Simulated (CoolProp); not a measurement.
Model: reference Helmholtz-energy equation of state, Lemmon 2006, in CoolProp. It is a short technical equation, of lower accuracy than the large ones.

Q: For hydrogen sulfide, give the phase and the speed of sound (m/s), Joule-Thomson coefficient (K/MPa), viscosity (µPa s) at 335.65 °C and 2.25 MPa.

A: 
- 335.65 °C and 2.25 MPa: gas; speed of sound 432, Joule-Thomson coefficient 3.55, viscosity 24.5

Viscosity comes from a separate model (Quiñones-Cisneros 2012).
